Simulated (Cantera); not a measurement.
An adiabatic, constant-volume homogeneous reactor starts with CH4 : CO : O2 : N2 = 1 : 0.53 : 2.27 : 8.52 (molar parts), equivalence ratio 1.00, at 1700 K and 21.0 bar. Integrator tolerance rtol = 1e-08.

Computed with Cantera and GRI-Mech 3.0 (53 species, 325 reactions). The pressure lies above the range GRI-Mech 3.0 was tuned for (to about 10 atm). Above 3000 K some thermodynamic fits are extrapolated.

Q: What does this change do: constant pressure in place of constant volume?

A: 
```csv
quantity,before,after
time of steepest temperature rise,18.1 µs,19.7 µs
temperature at 1.00 s,3231 K,3033 K
equilibrium temperature,3231 K,3033 K
x(CH4) at 1.00 s,<1e-12 (gas-phase equilibrium <1e-12),<1e-12 (gas-phase equilibrium <1e-12)
x(CO) at 1.00 s,0.0545 (gas-phase equilibrium 0.0545),0.0466 (gas-phase equilibrium 0.0466)
x(O2) at 1.00 s,0.0193 (gas-phase equilibrium 0.0193),0.0176 (gas-phase equilibrium 0.0176)
x(HCN) at 1.00 s,4.59e-8 (gas-phase equilibrium 4.59e-8),1.46e-8 (gas-phase equilibrium 1.46e-8)
x(C2H2) at 1.00 s,<1e-12 (gas-phase equilibrium <1e-12),<1e-12 (gas-phase equilibrium <1e-12)
x(H2) at 1.00 s,0.0137 (gas-phase equilibrium 0.0137),0.0114 (gas-phase equilibrium 0.0114)
```

Q: What does this change do: 0.066 parts C2H6 added?

A: 
```
quantity                                                            before                                      after
---------------------------------  ---------------------------------------  -----------------------------------------
time of steepest temperature rise                                  18.1 µs                                    9.01 µs
temperature at 1.00 s                                               3231 K                                     3264 K
equilibrium temperature                                             3231 K                                     3264 K
x(CH4) at 1.00 s                     <1e-12 (gas-phase equilibrium <1e-12)  1.73e-12 (gas-phase equilibrium 2.13e-12)
x(CO) at 1.00 s                      0.0545 (gas-phase equilibrium 0.0545)      0.0676 (gas-phase equilibrium 0.0676)
x(O2) at 1.00 s                      0.0193 (gas-phase equilibrium 0.0193)      0.0129 (gas-phase equilibrium 0.0129)
x(HCN) at 1.00 s                   4.59e-8 (gas-phase equilibrium 4.59e-8)    9.13e-8 (gas-phase equilibrium 9.13e-8)
x(C2H2) at 1.00 s                    <1e-12 (gas-phase equilibrium <1e-12)      <1e-12 (gas-phase equilibrium <1e-12)
x(H2) at 1.00 s                      0.0137 (gas-phase equilibrium 0.0137)      0.0192 (gas-phase equilibrium 0.0192)
```
